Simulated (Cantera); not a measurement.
Input: 1 mol B2H6, 1.5 mol N2, 55 mol H2, a varied amount of O2, at 750 K and 0.00900 bar.

Cantera equilibrium calculation (NASA polynomials, part measured and part estimated; ideal gas, pure solids and liquids). Candidate condensed phases: B, BN, B2O3, B3O3H3, H2O; 39 gas species. The feed counts by its element totals alone. Gases not in the tables: H3BO3. Rates play no part.

Q: At 2.4 mol O2, list the 4 most abundant gas species with their mole fractions, and the condensed phases.

A: H2 0.945, H2O 0.0302, N2 0.0252, (HBO2)3 6.70e-5. Condensed: B2O3(l).
